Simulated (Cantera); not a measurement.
Feed: 1 mol SiH2Cl2, 1.7 mol N2O, 1.1 mol H2, at 0.000310 bar.

Cantera equilibrium calculation (NASA polynomials, part measured and part estimated; ideal gas, pure solids and liquids). Candidate condensed phases: H2O, NH4Cl, Si, SiO2, Si2N2O, Si3N4; 47 gas species. Mutual solubility and eutectic melting of coexisting phases are not modelled. The tables' values for SiCl3 are old estimates; treat these amounts as uncertain. The tables hold silica as quartz up to 1696 K and as liquid above; real silica turns to tridymite and cristobalite and melts near 1996 K. Equilibrium is a limit: real reactors are often held back by kinetics, nucleation or transport. All values below are at 1323 K.

Base state: HCl 0.423, N2 0.341, H2 0.235, SiO 0.000688, SiCl2 0.000544, SiCl3 7.63e-5, Cl 6.60e-5, SiCl4 5.86e-5 (mole fractions); condensed: SiO2(β-quartz) + Si2N2O(s).

### Question
What changes in the equilibrium state with this change: H2 from 1.1 to 0.24 mol?

### Answer
| species | before | after |
|---|---|---|
| HCl | 0.423 | 0.508 |
| N2 | 0.341 | 0.419 |
| H2 | 0.235 | 0.0683 |
| SiCl2 | 0.000544 | 0.00234 |
| SiCl4 | 5.86e-5 | 0.00124 |
| SiCl3 | 7.63e-5 | 0.000729 |
| Cl | 6.60e-5 | 0.000147 |
| H | 4.36e-5 | 2.35e-5 |
| SiO | 0.000688 | 0.000642 |
| SiO2(β-quartz), mol | 0.800 | 0.805 |
| Si2N2O(s), mol | 0.0968 | 0.0881 |
